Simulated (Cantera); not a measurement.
Charge: 1 mol NiS, 0.48 mol H₂, equilibrated at 1652 °C.

Equilibrium computed with Cantera from the NASA thermochemical tables; the gas is ideal and each condensed phase is pure. Candidate condensed phases: Ni, NiS, NiS₂, Ni₃S₂, Ni₃S₄, S; 9 gas species. The numbers say what is thermodynamically allowed, not how fast it happens.

### Question
What share of the Ni ends up in condensed phases as a function of P (Pa), at 10, 100, 1000, 10000, 100000, 1000000?

### Answer
```
P (Pa)   Ni condensed (%)        as
-------  ----------------  --------
10                    0.0         -
100                  88.9     Ni(l)
1000                 99.4  Ni₃S₂(l)
10000                99.9  Ni₃S₂(l)
100000              100.0  Ni₃S₂(l)
1000000             100.0  Ni₃S₂(l)
```
